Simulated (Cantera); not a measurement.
Feed: 1 mol MgCl2, 0.038 mol O2, 43 mol H2, 3.8 mol HCl, at 1625 °C and 1330 Pa.

Cantera equilibrium calculation (NASA polynomials, part measured and part estimated; ideal gas, pure solids and liquids). The tables' values for MgH are old estimates; treat these amounts as uncertain. The numbers say what is thermodynamically allowed, not how fast it happens.

```
species    before     after
-------  --------  --------
H2          0.879     0.836
HCl        0.0914     0.106
H         0.00636    0.0334
MgCl2      0.0139   0.00379
Mg        0.00638    0.0157
Cl       0.000499   0.00309
MgH       1.00e-5   2.81e-5
MgCl     0.000464  0.000654
H2O       0.00157   0.00153
```
Gas species are given as mole fractions.

Problem. Which change was made?
A. O2 from 0.038 to 1.5 mol
B. temperature from 1625 °C to 1002 °C
C. temperature from 1625 °C to 1877 °C
D. temperature from 1625 °C to 1052 °C

Solution. C, temperature from 1625 °C to 1877 °C
